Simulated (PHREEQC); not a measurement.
PHREEQC input (ion-association model, phreeqc.dat):

```
SOLUTION_MASTER_SPECIES
  Amm  AmmH+  0  AmmH  17.031  # ammonia with no redox link, constants of NH4+
SOLUTION_SPECIES
  AmmH+ = AmmH+
    -log_k 0
    -gamma 2.5 0
    -dw 1.98e-9
  AmmH+ = Amm + H+
    -log_k -9.252
    -delta_h 12.48 kcal
    -analytic 0.6322 -0.001225 -2835.76
    -dw 2.28e-9
  AmmH+ + SO4-2 = AmmHSO4-
    -log_k 1.11
PHASES
  Amm(g)
    Amm = Amm
    -log_k 1.7966
    -analytic -18.758 3.3670e-4 2.5113e3 4.8619 39.192
    -T_c 405.6
    -P_c 111.3
    -Omega 0.25
EXCHANGE_SPECIES
  AmmH+ + X- = AmmHX
    -log_k 0.6
    -gamma 2.5 0
    -delta_h -2.4
SOLUTION 1
  temp 25
  units mol/kgw
  pH 7 charge
  Cl 0.01513
  Amm 0.015
  B 0.000228
  Na 0.000244
SOLUTION 2
  temp 25
  units mol/kgw
  pH 7 charge
  F 0.0716
  Amm 0.017
  Si 0.0058
  S(6) 0.096
END
SELECTED_OUTPUT 1
  -reset false
  -pH true
  -pe true
  -ionic_strength true
  -water true
  -totals Amm B Cl F Na S Si S(-2) S(6)
  -molalities H+ Na+ H4SiO4 Cl- SO4-2 H3BO3 F- OH- O2 HSO4-
    S-2 HS- H2S H2BO3- BF(OH)3- BF2(OH)2- BF3OH- BF4- HF HF2-
    NaOH NaSO4- NaF H3SiO4- H2SiO4-2 SiF6-2 AmmH+ Amm AmmHSO4-
  -equilibrium_phases SiO2(a) Halite
PRINT
  -reset false
MIX 1
  1 1
  2 0
EQUILIBRIUM_PHASES 1
  SiO2(a) 0 0
  Halite 0 0
  O2(g) -0.68 10
END
# ... the last block is repeated for the other 20 points of share of solution B
```

Selected output (columns that matter, 9 of 21 rows; share of solution B added in front):

```
share of solution B	pH	mu	Amm	B	Cl	F	Na	S	Si	m_H+	m_Na+	m_Cl-	m_SO4-2	m_H3BO3
0	7.1778	0.015132	0.015	0.000228	0.01513	0	0.000244	0	0	7.3818e-08	0.000244	0.01513	0	0.00022578
0.1	1.8924	0.035364	0.0152	0.0002052	0.013617	0.00716	0.0002196	0.0096	0.00058	0.014766	0.00021673	0.013617	0.0051977	0.00011432
0.25	1.5522	0.05883	0.0155	0.000171	0.011347	0.0179	0.000183	0.024	0.00145	0.033098	0.00017929	0.011347	0.0093738	1.6729e-05
0.4	1.3809	0.079498	0.0158	0.0001368	0.0090779	0.02864	0.0001464	0.0384	0.00232	0.049837	0.00014286	0.0090779	0.012312	2.7958e-06
0.5	1.2992	0.09256	0.016	0.000114	0.007565	0.0358	0.000122	0.048	0.0029	0.060601	0.00011883	0.007565	0.013926	1.0753e-06
0.6	1.2322	0.10526	0.0162	9.12e-05	0.006052	0.04296	9.76e-05	0.0576	0.00348	0.071167	9.4922e-05	0.006052	0.01536	4.571e-07
0.75	1.1497	0.12381	0.0165	5.7e-05	0.0037825	0.0537	6.1e-05	0.072	0.00435	0.086753	5.9221e-05	0.0037825	0.017268	1.3199e-07
0.9	1.0818	0.14194	0.0168	2.28e-05	0.001513	0.06444	2.44e-05	0.0864	0.00522	0.10211	2.3655e-05	0.001513	0.018963	2.8137e-08
1	1.0424	0.15384	0.017	0	0	0.0716	0	0.096	0.0058	0.11225	0	0	0.020004	0
```

SiF6-2 is the database's only silicon fluoride. Real BF4- forms and hydrolyses slowly; the run takes it at equilibrium.
